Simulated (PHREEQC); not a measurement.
0.027 g of hydrous ferric oxide (600 m²/g; 0.2 weak and 0.005 strong sites per Fe, Dzombak-Morel constants, diffuse double layer) in 1 kg of water with 0.1 mol/kgw of an inert sodium salt and 2.2e-06 mol Ag2SO4 and 0.00014 mol H3BO3, at 25 °C; the pH is set by adding NaOH or the inert anion's acid. O2 is buffered at 0.21 atm. CO2 from the air is kept out. Precipitation was switched off in this run.

Base run: PHREEQC, ion-association model, wateq4f.dat. Each further column changes one thing. The table gives Ag sorbed (%).

```tsv
pH	base	no electrostatic term (-no_edl)	background salt from 0.1 to 0.01 mol/kgw	oxide from 0.027 to 0.14 g/kgw	1.1e-05 mol/kgw PbCl2 added
3	0.0	0.0	0.0	0.0	0.0
4	0.0	0.0	0.0	0.0	0.0
5.5	0.4	0.0	0.6	1.9	0.0
6.5	4.3	1.0	…	19.1	0.1
7.5	19.7	17.9	20.9	…	…
8.5	35.1	…	36.0	93.4	4.2
10	74.0	43.7	…	99.7	50.2
11	93.7	43.6	96.0	100.0	…
```

Some entries are withheld; supply them.


- 6.5, background salt from 0.1 to 0.01 mol/kgw: 5.1
- 7.5, oxide from 0.027 to 0.14 g/kgw: 64.8
- 7.5, 1.1e-05 mol/kgw PbCl2 added: 0.5
- 8.5, no electrostatic term (-no_edl): 34.6
- 10, background salt from 0.1 to 0.01 mol/kgw: 77.8
- 11, 1.1e-05 mol/kgw PbCl2 added: 83.8

The oxide is taken as insoluble; below pH 4 it would dissolve.
